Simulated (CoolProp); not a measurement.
Values from CoolProp's reference Helmholtz-energy equation of state, Lemmon 2006. It is a short technical equation, of lower accuracy than the large ones.

Problem. For carbon monoxide, give the phase and the expansivity (1/kK), fugacity coefficient at 222 K and 11.7 MPa.

Solution. 
- 222 K and 11.7 MPa: supercritical; expansivity 7.72, fugacity coefficient 0.845
